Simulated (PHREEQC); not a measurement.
0.38 g of hydrous ferric oxide (600 m²/g; 0.2 weak and 0.005 strong sites per Fe, Dzombak-Morel constants, diffuse double layer) in 1 kg of water with 0.001 mol/kgw of an inert sodium salt, at 25 °C; the pH is set by adding NaOH or the inert anion's acid. Oxygen alone is held at its pressure in air (log pO2 = -0.68). No CO2 enters from the air. Nothing may precipitate in this run.

All values are PHREEQC results (ion-association model, wateq4f.dat), not measurements.

Task: Predict surface charge σ (C/m²), surface potential ψ (mV) at pH = 5.67, 7.67, 8.33, 9.67.

Result: 
| pH | surface charge σ (C/m²) | surface potential ψ (mV) |
|---|---|---|
| 5.67 | 0.027 | 136 |
| 7.67 | 0.002 | 25 |
| 8.33 | -0.001 | -13 |
| 9.67 | -0.010 | -89 |

Complexes and solids missing from the database can't appear. The oxide is taken as insoluble; below pH 4 it would dissolve.
